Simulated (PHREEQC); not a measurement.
Make-up at 16 °C: 0.007 mol/kgw HCl, 0.0026 mol/kgw HNO3 and 0.00032 mol/kgw FeCl3. It is in equilibrium with CO2 at log p = -2 (atm). Otherwise closed; pH follows from the charge balance.

Equilibrium calculation in PHREEQC: ion-association model, phreeqc.dat.

Problem. The ionic strength comes out as 0.0113 mol/kgw. What activity coefficients do NO3-, FeCl+2, H+, Fe(OH)2+, FeOH+2 get?

Solution. NO3- 0.90, FeCl+2 0.66, H+ 0.91, Fe(OH)2+ 0.90, FeOH+2 0.66.

Precipitation was switched off in this run. Saturation is exceeded, for instance for Hematite (slow to form), Goethite (slow to form); the values hold only as long as no solid forms.
